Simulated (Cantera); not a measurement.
Charge: 1 mol Fe, a varied amount of Cl2, 5.7 mol N2, held at 1223 K and 101000 Pa.

Cantera equilibrium calculation (NASA polynomials, part measured and part estimated; ideal gas, pure solids and liquids). Candidate condensed phases: Fe, FeCl2, FeCl3; 10 gas species. Kinetics and transport are ignored.

Problem. Which condensed phases are stable at each of these points (n(Cl2) (mol)): 0.21, 0.26, 0.33, 0.41, 0.51, 0.65, 0.81, 1, 1.3?

Solution. 
```csv
n(Cl2) (mol),condensed phases,Fe condensed (%)
0.21,Fe(γ),79.0
0.26,Fe(γ),74.0
0.33,Fe(γ),67.0
0.41,Fe(γ),59.0
0.51,Fe(γ),49.0
0.65,Fe(γ),35.0
0.81,Fe(γ),19.0
1,Fe(γ),0.0
1.3,gas only,0.0
```

From 0.21 mol Cl2 to 1 mol Cl2 the condensed part is Fe(γ). At 1.3 mol Cl2 nothing is condensed.
